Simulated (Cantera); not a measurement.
## Adiabatic ignition

An adiabatic, constant-pressure homogeneous reactor starts with 16.3 % H₂, 13.8 % O₂, 52.0 % N₂, 17.9 % H₂O, at 1650 K and 100000 Pa.

Cantera simulation using the H2/O2 subset of GRI-Mech 3.0, which has no nitrogen chemistry; the numbers are that mechanism's predictions, not measurements.

```
t (s)     T (K)     x H₂    x O₂  x H₂O      x O    x HO₂     x OH   x H₂O₂
--------  -----  -------  ------  -----  -------  -------  -------  -------
4.00e-6    1650    0.163   0.138  0.179  1.03e-5  5.21e-6  1.36e-5  1.53e-7
1.04e-5    1703   0.0867   0.100  0.232   0.0106  6.48e-5   0.0126  1.82e-6
2.72e-5    2076   0.0315  0.0657  0.296   0.0161  2.38e-5   0.0275  7.86e-7
7.09e-5    2346   0.0196  0.0609  0.324  0.00874  1.16e-5   0.0268  4.67e-7
0.000185   2498   0.0107  0.0591  0.343  0.00448  1.04e-5   0.0219  5.58e-7
0.000482   2519  0.00937  0.0589  0.346  0.00389  1.08e-5   0.0208  6.17e-7
0.00126    2519  0.00937  0.0589  0.346  0.00389  1.08e-5   0.0208  6.17e-7
0.00328    2519  0.00937  0.0589  0.346  0.00389  1.08e-5   0.0208  6.17e-7
0.00854    2519  0.00937  0.0589  0.346  0.00389  1.08e-5   0.0208  6.17e-7
0.0223     2519  0.00937  0.0589  0.346  0.00389  1.08e-5   0.0208  6.17e-7
0.0581     2519  0.00937  0.0589  0.346  0.00389  1.08e-5   0.0208  6.17e-7
0.151      2519  0.00937  0.0589  0.346  0.00389  1.08e-5   0.0208  6.17e-7
0.395      2519  0.00937  0.0589  0.346  0.00389  1.08e-5   0.0208  6.17e-7
1.03       2519  0.00937  0.0589  0.346  0.00389  1.08e-5   0.0208  6.17e-7
2.68       2519  0.00937  0.0589  0.346  0.00389  1.08e-5   0.0208  6.17e-7
7.00       2519  0.00937  0.0589  0.346  0.00389  1.08e-5   0.0208  6.17e-7
```
x: mole fraction; the columns are a selection and need not sum to one.

```yaml
time_of_steepest_temperature_rise: 11.2 µs
temperature at 7.00 s: 2519 K
equilibrium_temperature: 2519 K
x(H₂) at 7.00 s: 0.00937 (gas-phase equilibrium 0.00937)
x(O₂) at 7.00 s: 0.0589 (gas-phase equilibrium 0.0589)
x(H₂O) at 7.00 s: 0.346 (gas-phase equilibrium 0.346)
```
